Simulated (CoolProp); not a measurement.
Properties of C3F8 (R218) along the isotherm 440 K (Tc = 345.0 K, pc = 2.640 MPa, ω = 0.317).

Values from CoolProp's reference Helmholtz-energy equation of state, Lemmon 2006. It is a short technical equation, of lower accuracy than the large ones.

| p (MPa) | phase | Z | fugacity coefficient |
|---|---|---|---|
| 0.88 | gas | 0.9548 | 0.9562 |
| 1.76 | gas | 0.9079 | 0.9135 |
| 2.64 | gas | 0.8601 | 0.8721 |
| 3.52 | supercritical | 0.8132 | 0.8323 |
| 4.4 | supercritical | 0.7699 | 0.7945 |
| 5.28 | supercritical | 0.7335 | 0.7593 |
| 6.16 | supercritical | 0.7069 | 0.7272 |
| 7.04 | supercritical | 0.6909 | 0.6985 |
| 7.92 | supercritical | 0.6854 | 0.6732 |
| 8.8 | supercritical | 0.6890 | 0.6514 |
| 9.68 | supercritical | 0.6998 | 0.6326 |
| 10.6 | supercritical | 0.7168 | 0.6161 |
| 11.4 | supercritical | 0.7350 | 0.6039 |
| 12.3 | supercritical | 0.7581 | 0.5924 |
| 13.2 | supercritical | 0.7832 | 0.5828 |
